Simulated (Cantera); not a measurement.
Input: 1 mol C2F6, 0.063 mol F2, a varied amount of H2, at 2352 °C and 0.0710 bar.

Method: chemical equilibrium by Gibbs-energy minimisation in Cantera with the NASA 1993 tables (ideal gas, pure condensed phases). Candidate condensed phases: C, C6H6, C7H8, C8H18; 95 gas species. The feed counts by its element totals alone. The numbers say what is thermodynamically allowed, not how fast it happens.

At 3.1 mol H2, list the 7 most abundant gas species with their mole fractions, and the condensed phases.

HF 0.978, H 0.0105, F 0.00675, H2 0.00432, CF 0.000318, CF2 0.000160, C2H2 (acetylene) 7.72e-5. Condensed: C(graphite).
